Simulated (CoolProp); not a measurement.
A single-stage vapour-compression cycle with R115: evaporating at 195.15 K (dew point), condensing at 218.15 K (bubble point), superheat 5 K, subcooling 5 K, compressor efficiency 0.6, no pressure losses. Each further row changes one setting.

The numbers come from the reference Helmholtz-energy equation of state, Lemmon 2016 in CoolProp.

```
case                              cooling COP  pressure ratio  discharge temperature (K)  refrigerating effect (kJ/kg)  volumetric capacity (kJ/m³)
--------------------------------  -----------  --------------  -------------------------  ----------------------------  ---------------------------
as stated                                4.82            3.97                      243.9                           126                          140
evaporating temperature 200.15 K         6.44            2.85                 (withheld)                           129                          194
condensing temperature 213.15 K          6.28      (withheld)                 (withheld)                           130                          145
subcooling 10 K                          4.99            3.97                      243.9                           130                          145
superheat 15 K                     (withheld)            3.97                 (withheld)                           132                          139
compressor efficiency 0.5          (withheld)            3.97                      251.9                           126                          140
```

Task: Some entries are withheld; supply them.

Result: 
- evaporating temperature 200.15 K, discharge temperature (K): 238.7
- condensing temperature 213.15 K, pressure ratio: 3.03
- condensing temperature 213.15 K, discharge temperature (K): 235.2
- superheat 15 K, cooling COP: 4.80
- superheat 15 K, discharge temperature (K): 254.9
- compressor efficiency 0.5, cooling COP: 4.02
